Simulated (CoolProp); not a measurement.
The fluid at 293.15 K and 1.52 MPa (gas) is heated at constant pressure to 388.8 K. The same conditions are run with several fluids, on thermodynamics alone (safety and materials aside).

The numbers come from the reference Helmholtz-energy equation of state of each fluid (hydrogen chloride: Thol 2018; C2F6 (R116): Lemmon 2006; carbon dioxide: Span 1996; oxygen: Schmidt 1985) in CoolProp.

| fluid | heat (kJ/kg) | final density (kg/m³) |
|---|---|---|
| hydrogen chloride | (withheld) | (withheld) |
| C2F6 (R116) | 86.0 | (withheld) |
| carbon dioxide | (withheld) | (withheld) |
| oxygen | (withheld) | (withheld) |

Task: What belongs in the gaps?

Result: 
- hydrogen chloride, heat (kJ/kg): 87.4
- hydrogen chloride, final density (kg/m³): 17.8
- C2F6 (R116), final density (kg/m³): 69.0
- carbon dioxide, heat (kJ/kg): 92.2
- carbon dioxide, final density (kg/m³): 21.3
- oxygen, heat (kJ/kg): 90.3
- oxygen, final density (kg/m³): 15.1

Above 300 K oxygen's equation is extrapolated.
